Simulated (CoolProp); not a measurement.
A single-stage vapour-compression cycle with the fluid: evaporating at 312.15 K (dew point), condensing at 346.15 K (bubble point), superheat 8 K, subcooling 8 K, compressor efficiency 0.8, no pressure losses. The same conditions are run with several fluids, on thermodynamics alone (safety and materials aside).

The numbers come from the reference Helmholtz-energy equation of state of each fluid (R141b: Lemmon 2006; n-hexane: Thol 2019; propyne: Polt 1992; cis-2-butene: Lemmon 2005; the fluoroketone C6F12O (FK-5-1-12): McLinden 2015; isobutene: Lemmon 2005) in CoolProp. The equations of Platzer and Polt are older, rougher fits.

```tsv
fluid	cooling COP	pressure ratio	discharge temperature (K)	refrigerating effect (kJ/kg)	volumetric capacity (kJ/m³)
R141b	6.88	2.74	359.2	195	1150
n-hexane	___	3.23	347.1	308	366
propyne	6.50	___	___	392	5800
cis-2-butene	___	___	358.2	328	2470
the fluoroketone C6F12O (FK-5-1-12)	___	3.08	346.1	___	602
isobutene	6.58	2.31	354.6	291	3130
```

### Question
Fill in the missing entries.

### Answer

- n-hexane, cooling COP: 6.84
- propyne, pressure ratio: 2.26
- propyne, discharge temperature (K): 368.2
- cis-2-butene, cooling COP: 6.72
- cis-2-butene, pressure ratio: 2.42
- the fluoroketone C6F12O (FK-5-1-12), cooling COP: 6.34
- the fluoroketone C6F12O (FK-5-1-12), refrigerating effect (kJ/kg): 68.7

The compression ends wet for: the fluoroketone C6F12O (FK-5-1-12).
